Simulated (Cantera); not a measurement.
An isothermal plug-flow reactor at 673 K and 1.00 bar (inlet), inlet velocity 0.29 m/s, active area per volume 5600 1/m; feed CO : O2 : N2 : H2O = 0.021 : 0.11 : 0.79 : 0.064 (molar parts).

Cantera simulation using Deutschmann's 1995 Pt surface mechanism with GRI-Mech 3.0 gas chemistry; the numbers are that mechanism's predictions, not measurements. Catalytic surfaces can have several steady states; this one follows from the mechanism file's or the stated starting coverage. Mass transfer to the wall is taken as infinitely fast.

Predict: x(CO) at z = 0.012 m; x(O2) at z = 0.012 m; x(H2O) at z = 0.012 m; x(CO2) at z = 0.012 m; θ(free Pt) at the exit; θ(O*) at the exit; θ(OH*) at the exit.


```json
{
  "x(CO) at z = 0.012 m": "0.000716",
  "x(O2) at z = 0.012 m": "0.102",
  "x(H2O) at z = 0.012 m": "0.0657",
  "x(CO2) at z = 0.012 m": "0.0208",
  "θ(free Pt) at the exit": "0.00465",
  "θ(O*) at the exit": "0.991",
  "θ(OH*) at the exit": "0.00412"
}
```
